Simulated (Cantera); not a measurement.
## Equilibrium for halide evaporation, hydrolysis and transport: MgF₂ + H₂ + N₂

Charge: 1 mol MgF₂, 0.65 mol H₂, 490 mol N₂.

Method: chemical equilibrium by Gibbs-energy minimisation in Cantera with the NASA 1993 tables (ideal gas, pure condensed phases). Candidate condensed phases: Mg, MgF₂; 28 gas species. Kinetics and transport are ignored.

Stable condensed phases:

```
T in K \ P in Pa
           0.10   0.46    2.2     10     46    220   1000   4600  22000 100000
   1625       A      A      A      A      A      A      A      A      A      B
   1575       A      A      A      A      A      A      A      A      B      B
   1525       A      A      A      A      A      A      A      A      B      B
   1475       A      A      A      A      A      A      A      B      B      B
   1425       A      A      A      A      A      A      B      B      B      B
   1375       A      A      A      A      A      B      B      B      B      B
   1325       A      A      A      A      A      B      B      B      B      B
   1275       A      A      A      A      B      B      B      B      B      B
   1225       A      A      A      B      B      B      B      B      B      B
```

A: gas only; B: MgF₂.
